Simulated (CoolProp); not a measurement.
Properties of R1233zd(E) at several states (Tc = 165.7 °C, pc = 35.83 bar, ω = 0.304).

Values from CoolProp's reference Helmholtz-energy equation of state, Akasaka 2022.

```csv
T (°C),p (bar),phase,cv (kJ/(kg K)),isothermal compressibility (1/MPa),expansivity (1/kK),fugacity coefficient
151.65,3.45,gas,0.8944,(withheld),(withheld),0.9619
173.45,34.8,gas,(withheld),0.7546,19.31,0.6880
16.55,122,liquid,0.8128,0.001678,(withheld),0.01247
139.05,0.166,gas,(withheld),60.36,2.443,0.9980
-88.15,0.97,liquid,0.6858,(withheld),1.337,0.001026
20.35,7.33,liquid,0.8156,(withheld),(withheld),0.1477
```

### Question
Some entries are withheld; supply them.

### Answer

- 151.65, isothermal compressibility (1/MPa): 3.020
- 151.65, expansivity (1/kK): 2.696
- 173.45, cv (kJ/(kg K)): 1.021
- 16.55, expansivity (1/kK): 1.585
- 139.05, cv (kJ/(kg K)): 0.8744
- -88.15, isothermal compressibility (1/MPa): 0.0007194
- 20.35, isothermal compressibility (1/MPa): 0.002221
- 20.35, expansivity (1/kK): 1.861
